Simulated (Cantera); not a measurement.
A freely propagating, adiabatic, planar premixed flame of CH4 : O2 : N2 : H2O = 1 : 1.82 : 6.84 : 0.32 (molar parts), equivalence ratio 1.1, unburnt at 598 K and 10.0 bar; mixture-averaged transport, grid criteria slope 0.08 and curve 0.16, no radiation.

Model: GRI-Mech 3.0 (53 species, 325 reactions), integrated in Cantera. Burning velocities carry a grid error of a few per cent, more on coarse grids.

Question: What does this change do: N2 6.84 to 5.2 parts?

Answer: 
| quantity | before | after |
|---|---|---|
| laminar burning velocity | 46.7 cm/s | 81.1 cm/s |
| thermal thickness | 0.0727 mm | 0.0477 mm |
| peak x(CH2CO) | 0.000280 | 0.000341 |
| peak x(HO2) | 0.000184 | 0.000315 |
| peak x(CH2) | 4.38e-5 | 8.66e-5 |

Question: What does this change do: N2 6.84 to 8.8 parts?

Answer: 
```tsv
quantity	before	after
laminar burning velocity	46.7 cm/s	23.8 cm/s
thermal thickness	0.0727 mm	0.123 mm
peak x(CH2CO)	0.000280	0.000226
peak x(HO2)	0.000184	9.82e-5
peak x(CH2)	4.38e-5	1.85e-5
```

Question: What does this change do: inlet temperature 598 to 350 K?

Answer: 
```json
[
 {"quantity": "laminar burning velocity", "before": "46.7 cm/s", "after": "14.6 cm/s"},
 {"quantity": "thermal thickness", "before": "0.0727 mm", "after": "0.116 mm"},
 {"quantity": "peak x(CH2CO)", "before": "0.000280", "after": "0.000246"},
 {"quantity": "peak x(HO2)", "before": "0.000184", "after": "0.000132"},
 {"quantity": "peak x(CH2)", "before": "4.38e-5", "after": "2.25e-5"}
]
```
